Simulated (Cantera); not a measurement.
A closed system holds: 1 mol Cr, 4.6 mol NH3, 18 mol H2, at 0.100 bar.

Equilibrium computed with Cantera from the NASA thermochemical tables; the gas is ideal and each condensed phase is pure. Candidate condensed phases: Cr, CrN, Cr2N; 11 gas species. Rates play no part. All values below are at 2100 K.

Base state: H2 0.876, N2 0.0814, Cr 0.0332, H 0.00922 (mole fractions); condensed: Cr(s).

**Question.** What changes in the equilibrium state with this change: pressure from 0.100 bar to 2.30 Pa?

**Answer.** 
```csv
species,before,after
H2,0.876,0.466
H,0.00922,0.443
N2,0.0814,0.0635
Cr,0.0332,0.0276
"Cr(s), mol",0.0619,0
```
